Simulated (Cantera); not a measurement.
## Pyrogenic steam for wet oxidation

An isothermal, constant-pressure homogeneous reactor starts with H₂ : O₂ : N₂ = 0.32 : 1 : 1.8 (molar parts), equivalence ratio 0.16, at 1248 K and 1.00 bar.

Computed with Cantera and GRI-Mech 3.0 (53 species, 325 reactions). The temperature is held fixed by assumption; the heat of reaction is taken as removed at once.

| t (s) | x H₂ | x O₂ | x NO | x H₂O₂ | x O | x HO₂ | x NO₂ |
|---|---|---|---|---|---|---|---|
| 0.000700 | 2.06e-5 | 0.284 | 1.85e-6 | 4.29e-7 | 1.64e-5 | 2.83e-6 | 7.16e-8 |
| 0.00185 | 2.46e-6 | 0.284 | 1.86e-6 | 1.43e-7 | 3.81e-6 | 6.41e-7 | 6.35e-8 |
| 0.00487 | 2.89e-7 | 0.284 | 1.88e-6 | 4.90e-8 | 1.08e-6 | 1.77e-7 | 4.46e-8 |
| 0.0128 | 6.37e-8 | 0.284 | 1.90e-6 | 1.78e-8 | 3.52e-7 | 6.36e-8 | 2.78e-8 |
| 0.0338 | 2.12e-8 | 0.284 | 1.91e-6 | 6.90e-9 | 1.28e-7 | 3.31e-8 | 1.96e-8 |
| 0.0892 | 9.48e-9 | 0.284 | 1.90e-6 | 3.14e-9 | 5.56e-8 | 2.80e-8 | 2.20e-8 |
| 0.235 | 6.96e-9 | 0.284 | 1.90e-6 | 2.17e-9 | 3.72e-8 | 2.90e-8 | 2.87e-8 |
| 0.621 | 6.79e-9 | 0.284 | 1.90e-6 | 2.09e-9 | 3.58e-8 | 2.92e-8 | 2.97e-8 |
| 1.64 | 6.78e-9 | 0.284 | 1.90e-6 | 2.09e-9 | 3.57e-8 | 2.92e-8 | 2.97e-8 |
| 4.31 | 6.78e-9 | 0.284 | 1.90e-6 | 2.09e-9 | 3.57e-8 | 2.92e-8 | 2.98e-8 |
| 11.4 | 6.78e-9 | 0.284 | 1.90e-6 | 2.09e-9 | 3.57e-8 | 2.92e-8 | 2.98e-8 |
| 30.0 | 6.78e-9 | 0.284 | 1.90e-6 | 2.09e-9 | 3.57e-8 | 2.92e-8 | 2.98e-8 |
x: mole fraction; the columns are a selection and need not sum to one.

Equilibrium at this temperature and pressure: H₂ 6.78e-9, O₂ 0.284, NO 0.000286, H₂O₂ 2.09e-9, O 3.57e-8, HO₂ 2.92e-8, NO₂ 4.48e-6 (gas phase only).
